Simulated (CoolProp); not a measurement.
Vapour-liquid equilibrium of propylene (1) + n-heptane (2) at 1.34 bar; x and y are mole fractions of (1).

Computed with CoolProp (multi-fluid Helmholtz-energy mixture model, Lemmon 2013 and Span 2003; pair parameters Bell 2016).

| x | bubble temperature, mixture model (°C) | bubble temperature, Raoult's law (°C) | y, mixture model | y, Raoult's law |
|---|---|---|---|---|
| 0.05 | ? | 54.4 | 0.767 | 0.840 |
| 0.125 | 21.2 | 20.8 | ? | 0.968 |
| 0.2 | 0.3 | 4.3 | 0.990 | 0.988 |
| 0.275 | -11.8 | -6.1 | 0.996 | 0.994 |
| 0.35 | ? | -13.5 | 0.998 | 0.997 |
| 0.425 | -25.0 | -19.2 | 0.999 | 0.998 |
| 0.5 | -28.7 | -23.7 | 0.999 | 0.999 |
| 0.575 | ? | -27.5 | 0.999 | 0.999 |
| 0.65 | -33.6 | -30.7 | 1.000 | 1.000 |
| 0.725 | -35.3 | -33.5 | 1.000 | 1.000 |
| 0.8 | ? | -35.9 | 1.000 | 1.000 |
| 0.875 | -38.4 | -38.1 | 1.000 | 1.000 |
| 0.95 | -40.1 | -40.1 | 1.000 | 1.000 |

**Question.** Some entries are withheld; supply them.

**Answer.** 
- 0.05, bubble temperature, mixture model (°C): 63.1
- 0.125, y, mixture model: 0.965
- 0.35, bubble temperature, mixture model (°C): -19.7
- 0.575, bubble temperature, mixture model (°C): -31.5
- 0.8, bubble temperature, mixture model (°C): -36.9

The largest gap from Raoult's law is +8.7 K in bubble temperature, at x = 0.05. No azeotrope shows between x = 0.05 and 0.95.

Pair parameters are fitted to limited data, so mixtures are less certain than the pure fluids. The gap from Raoult's law changes sign with composition, which may be real or a fault of the pair parameters; it wasn't checked against measurements.
